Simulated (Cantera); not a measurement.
Charge: 1 mol HF, 0.31 mol O2, 0.15 mol H2, at 3075 K and 750 Torr.

Equilibrium computed with Cantera from the NASA thermochemical tables; the gas is ideal and each condensed phase is pure. Candidate condensed phases: H2O; 22 gas species. Equilibrium is a limit: real reactors are often held back by kinetics, nucleation or transport.

Base state: HF 0.670, O2 0.130, H2O 0.0642, O 0.0525, OH 0.0441, H 0.0200, H2 0.0102, F 0.00926 (mole fractions); condensed: gas only.

**Question.** What changes in the equilibrium state with this change: pressure from 750 Torr to 10.0 Torr?

**Answer.** 
```tsv
species	before	after
HF	0.670	0.471
O	0.0525	0.234
H	0.0200	0.168
H2O	0.0642	0.00360
F	0.00926	0.0580
O2	0.130	0.0343
OH	0.0441	0.0220
H2	0.0102	0.00964
HO2	2.71e-5	8.04e-7
```

**Question.** What changes in the equilibrium state with this change: temperature from 3075 K to 2073 K?

**Answer.** 
```json
[
 {"species": "HF", "before": "0.670", "after": "0.721"},
 {"species": "O2", "before": "0.130", "after": "0.169"},
 {"species": "H2O", "before": "0.0642", "after": "0.107"},
 {"species": "O", "before": "0.0525", "after": "0.000472"},
 {"species": "H", "before": "0.0200", "after": "2.97e-5"},
 {"species": "H2", "before": "0.0102", "after": "0.000128"},
 {"species": "OH", "before": "0.0441", "after": "0.00282"},
 {"species": "F", "before": "0.00926", "after": "9.19e-5"},
 {"species": "HO2", "before": "2.71e-5", "after": "3.31e-6"}
]
```

**Question.** What changes in the equilibrium state with this change: temperature from 3075 K to 2675 K?

**Answer.** 
```csv
species,before,after
HF,0.670,0.708
O2,0.130,0.157
H2O,0.0642,0.0924
O,0.0525,0.0129
H,0.0200,0.00286
H2,0.0102,0.00306
OH,0.0441,0.0215
F,0.00926,0.00211
HO2,2.71e-5,1.69e-5
```
